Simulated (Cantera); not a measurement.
Charge: 1 mol C2H6, 1.1 mol H2O, equilibrated at 2875 K and 750 Torr.

Method: chemical equilibrium by Gibbs-energy minimisation in Cantera with the NASA 1993 tables (ideal gas, pure condensed phases). Candidate condensed phases: C, C6H6, C7H8, C8H18, H2O; 110 gas species. The numbers say what is thermodynamically allowed, not how fast it happens.

Base state: H2 0.680, CO 0.202, H 0.0873, C2H2 (acetylene) 0.0290, C2H 0.000529, C4H2 0.000514, CH3 8.71e-5, C3 7.75e-5 (mole fractions); condensed: C(graphite).

**Question.** What changes in the equilibrium state with this change: pressure from 750 Torr to 2480 Torr?

**Answer.** 
```json
[
 {"species": "H2", "before": "0.680", "after": "0.713"},
 {"species": "CO", "before": "0.202", "after": "0.206"},
 {"species": "H", "before": "0.0873", "after": "0.0492"},
 {"species": "C2H2 (acetylene)", "before": "0.0290", "after": "0.0304"},
 {"species": "C2H4", "before": "4.53e-6", "after": "1.64e-5"},
 {"species": "CH4", "before": "4.14e-5", "after": "0.000150"},
 {"species": "C3", "before": "7.75e-5", "after": "2.35e-5"},
 {"species": "C(graphite), mol", "before": "0.564", "after": "0.558"}
]
```

**Question.** What changes in the equilibrium state with this change: C2H6 replaced by C3H6?

**Answer.** 
```csv
species,before,after
H2,0.680,0.680
CO,0.202,0.202
H,0.0873,0.0873
C,1.46e-5,1.46e-5
C4H2,0.000514,0.000514
CH4,4.14e-5,4.14e-5
C2H2 (acetylene),0.0290,0.0290
CH3,8.71e-5,8.71e-5
C3,7.75e-5,7.75e-5
"C(graphite), mol",0.564,1.56
```
